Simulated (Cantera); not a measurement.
Charge: 1 mol n-butane, 4.9 mol H2, 2.4 mol N2, equilibrated at 3100000 Pa.

These are equilibrium values from Cantera (NASA tables, ideal gas, pure condensed phases), not measurements of a reactor. Candidate condensed phases: C, C6H6, C7H8, C8H18; 92 gas species. The ideal-gas law is rough above about 30 bar. The numbers say what is thermodynamically allowed, not how fast it happens.

Problem. At 1548 K, list the 7 most abundant gas species with their mole fractions, and the condensed phases.

Solution. H2 0.760, N2 0.202, CH4 0.0368, HCN 0.000575, NH3 0.000497, C2H4 5.03e-5, C2H2 (acetylene) 1.19e-5. Condensed: C(graphite).
